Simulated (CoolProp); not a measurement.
Properties of oxygen along the isobar 0.101 MPa (Tc = 154.6 K, pc = 5.046 MPa, ω = 0.022).

Model: reference Helmholtz-energy equation of state, Schmidt 1985, in CoolProp. Above 300 K oxygen's equation is extrapolated.

```tsv
T (K)	phase	Z	fugacity coefficient
115.8	gas	0.9844	0.9847
146.5	gas	0.9922	0.9922
177.2	gas	0.9956	0.9956
207.9	gas	0.9973	0.9973
238.6	gas	0.9984	0.9984
269.3	gas	0.9990	0.9990
300	gas	0.9994	0.9994
330.7	gas	0.9996	0.9996
361.4	gas	0.9998	0.9998
392.1	gas	1.0000	1.0000
422.8	gas	1.000	1.000
453.5	gas	1.000	1.000
```
